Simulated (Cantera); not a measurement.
## Thermodynamics of silicon carbide growth, feed SiH2Cl2 + CH4 + H2

A closed system holds: 1 mol SiH2Cl2, 0.052 mol CH4, 75 mol H2, held at 82.5 Torr.

Cantera equilibrium calculation (NASA polynomials, part measured and part estimated; ideal gas, pure solids and liquids). Candidate condensed phases: C, C6H6, C7H8, C8H18, Si, SiC; 109 gas species. Mutual solubility and eutectic melting of coexisting phases are not modelled. The tables' values for SiCl, SiCl3 are old estimates; treat these amounts as uncertain. Gases not in the tables: Si2H6 and higher silanes. The numbers say what is thermodynamically allowed, not how fast it happens.

```tsv
T (K)	x H2	x H	x HCl	x Si	x SiCl4	x SiHCl3	n Si(s)	n SiC(s)	n Si(l)
1000	0.986	6.80e-9	0.00836	<1e-12	0.00258	0.00214	0.553	0.0517	0
1200	0.977	5.88e-7	0.0205	1.26e-11	0.000341	0.000442	0.788	0.0518	0
1400	0.976	1.45e-5	0.0225	7.48e-9	9.25e-6	2.83e-5	0.821	0.0518	0
1600	0.976	0.000162	0.0223	8.86e-7	4.55e-7	2.87e-6	0.810	0.0519	0
1800	0.975	0.00107	0.0226	2.89e-5	3.85e-8	4.16e-7	0	0.0518	0.815
2000	0.970	0.00483	0.0231	0.000396	4.80e-9	7.87e-8	0	0.0506	0.793
2200	0.954	0.0166	0.0229	0.00335	8.22e-10	1.92e-8	0	0.0314	0.497
2400	0.918	0.0460	0.0229	0.00944	9.83e-11	2.97e-9	0	0	0
```
x: gas mole fraction; n: condensed amount in mol.

From 1000 K to 1600 K the condensed part is Si(s) + SiC(s). From 1800 K to 2200 K the condensed part is Si(l) + SiC(s). At 2400 K nothing is condensed. The main Si-bearing gas is SiCl4 at 1000 K and Si at 2400 K. The share of Si in condensed phases is highest at 1400 K (87.3 %) and lowest at 2400 K (0.0 %).
